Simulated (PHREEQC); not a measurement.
Solution (25 °C): 0.051 mol/kgw NaBF4. Closed to the air; pH follows from the charge balance.

The numbers come from PHREEQC with the ion-association model, phreeqc.dat.

No solid was allowed to form.

Problem. Estimate the pH.

Solution. pH 2.79.

Problem. In which forms is F present?

Solution. BF4- 91 %, BF3OH- 4.2 %, HF 2.9 %, F- 1.5 %, BF2(OH)2- 0.6 % of the F.

Real BF4- forms and hydrolyses slowly; the run takes it at equilibrium.
